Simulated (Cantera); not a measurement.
An adiabatic, constant-pressure homogeneous reactor starts with CH₄ : O₂ : N₂ = 1 : 2.44 : 21.2 (molar parts), equivalence ratio 0.82, at 1275 K and 10.0 bar. Integrator tolerance rtol = 1e-08.

Cantera simulation using GRI-Mech 3.0 (53 species, 325 reactions); the numbers are that mechanism's predictions, not measurements.

Q: What does this change do: pressure from 10.0 bar to 6.50 bar?

A: 
```csv
quantity,before,after
time of steepest temperature rise,4.02 ms,6.29 ms
temperature at 6.00 s,2130 K,2129 K
equilibrium temperature,2130 K,2129 K
x(CH₄) at 6.00 s,<1e-12 (gas-phase equilibrium <1e-12),<1e-12 (gas-phase equilibrium <1e-12)
x(O₂) at 6.00 s,0.0163 (gas-phase equilibrium 0.0163),0.0163 (gas-phase equilibrium 0.0163)
x(NO₂) at 6.00 s,3.86e-6 (gas-phase equilibrium 3.86e-6),3.11e-6 (gas-phase equilibrium 3.11e-6)
x(CO₂) at 6.00 s,0.0402 (gas-phase equilibrium 0.0402),0.0401 (gas-phase equilibrium 0.0401)
x(C₂H₄) at 6.00 s,<1e-12 (gas-phase equilibrium <1e-12),<1e-12 (gas-phase equilibrium <1e-12)
```

Q: What does this change do: 0.041 parts C2H6 added?

A: 
| quantity | before | after |
|---|---|---|
| time of steepest temperature rise | 4.02 ms | 1.86 ms |
| temperature at 6.00 s | 2130 K | 2183 K |
| equilibrium temperature | 2130 K | 2183 K |
| x(CH₄) at 6.00 s | <1e-12 (gas-phase equilibrium <1e-12) | <1e-12 (gas-phase equilibrium <1e-12) |
| x(O₂) at 6.00 s | 0.0163 (gas-phase equilibrium 0.0163) | 0.0107 (gas-phase equilibrium 0.0107) |
| x(NO₂) at 6.00 s | 3.86e-6 (gas-phase equilibrium 3.86e-6) | 2.67e-6 (gas-phase equilibrium 2.67e-6) |
| x(CO₂) at 6.00 s | 0.0402 (gas-phase equilibrium 0.0402) | 0.0431 (gas-phase equilibrium 0.0431) |
| x(C₂H₄) at 6.00 s | <1e-12 (gas-phase equilibrium <1e-12) | <1e-12 (gas-phase equilibrium <1e-12) |

Q: What does this change do: initial temperature 1275 to 1000 K?

A: 
| quantity | before | after |
|---|---|---|
| time of steepest temperature rise | 4.02 ms | 0.157 s |
| temperature at 6.00 s | 2130 K | 1887 K |
| equilibrium temperature | 2130 K | 1886 K |
| x(CH₄) at 6.00 s | <1e-12 (gas-phase equilibrium <1e-12) | <1e-12 (gas-phase equilibrium <1e-12) |
| x(O₂) at 6.00 s | 0.0163 (gas-phase equilibrium 0.0163) | 0.0172 (gas-phase equilibrium 0.0170) |
| x(NO₂) at 6.00 s | 3.86e-6 (gas-phase equilibrium 3.86e-6) | 2.25e-6 (gas-phase equilibrium 3.11e-6) |
| x(CO₂) at 6.00 s | 0.0402 (gas-phase equilibrium 0.0402) | 0.0405 (gas-phase equilibrium 0.0405) |
| x(C₂H₄) at 6.00 s | <1e-12 (gas-phase equilibrium <1e-12) | <1e-12 (gas-phase equilibrium <1e-12) |
